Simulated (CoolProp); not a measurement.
Vapour-liquid equilibrium of C2F6 (R116) (1) + R22 (2) at 218.9 K; x and y are mole fractions of (1).

The numbers come from the multi-fluid Helmholtz-energy mixture model, Lemmon 2006 and Kamei 1995; pair parameters Bell 2016 in CoolProp.

```tsv
x	bubble pressure (MPa)	y at the bubble point	dew pressure at overall composition x (MPa)	liquid density (mol/L)
0.05	0.1260	0.598	0.05430	16.33
0.125	0.1943	0.748	0.05892	15.73
0.2	0.2307	0.794	0.06438	15.16
0.275	0.2497	0.814	0.07094	14.62
0.35	0.2598	0.824	0.07898	14.10
0.425	0.2659	0.831	0.08906	13.62
0.5	0.2707	0.837	0.1020	13.16
0.575	0.2756	0.844	0.1194	12.73
0.65	0.2812	0.854	0.1437	12.33
0.725	0.2877	0.869	0.1798	11.95
0.8	0.2948	0.889	0.2366	11.61
0.875	0.3021	0.919	0.2901	11.29
0.95	0.3086	0.962	0.3072	11.00
```

No azeotrope shows between x = 0.05 and 0.95.

Pair parameters are fitted to limited data, so mixtures are less certain than the pure fluids. With so large a gap from Raoult's law the liquid may split in two, which this calculation doesn't test in full.
